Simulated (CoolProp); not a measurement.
Model: reference Helmholtz-energy equation of state, Bücker 2006, in CoolProp.

**Question.** For n-butane, give the phase and the cp (kJ/(kg K)), Joule-Thomson coefficient (K/MPa) at 59.05 °C and 6260 kPa; 183.85 °C and 89.3 kPa.

**Answer.** 
- 59.05 °C and 6260 kPa: liquid; cp 2.58, Joule-Thomson coefficient -0.194
- 183.85 °C and 89.3 kPa: gas; cp 2.39, Joule-Thomson coefficient 6.59
